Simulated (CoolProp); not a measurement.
A single-stage vapour-compression cycle with cis-2-butene: evaporating at 242.15 K (dew point), condensing at 269.15 K (bubble point), superheat 8 K, subcooling 8 K, compressor efficiency 0.85, no pressure losses. Each further row changes one setting.

Model: reference Helmholtz-energy equation of state, Lemmon 2005, in CoolProp. It is a short technical equation, of lower accuracy than the large ones.

```
case                              cooling COP  pressure ratio  discharge temperature (K)  refrigerating effect (kJ/kg)  volumetric capacity (kJ/m³)
--------------------------------  -----------  --------------  -------------------------  ----------------------------  ---------------------------
as stated                                7.28            3.47                      294.2                           417                          245
evaporating temperature 247.15 K         9.25            2.69                      290.4                           423                          315
condensing temperature 264.15 K          9.05            2.82                      286.7                           428                          251
subcooling 13 K                          7.46            3.47                      294.2                           428                          251
superheat 18 K                           7.21            3.47                      304.6                           430                          243
compressor efficiency 0.75               6.42            3.47                      299.4                           417                          245
```
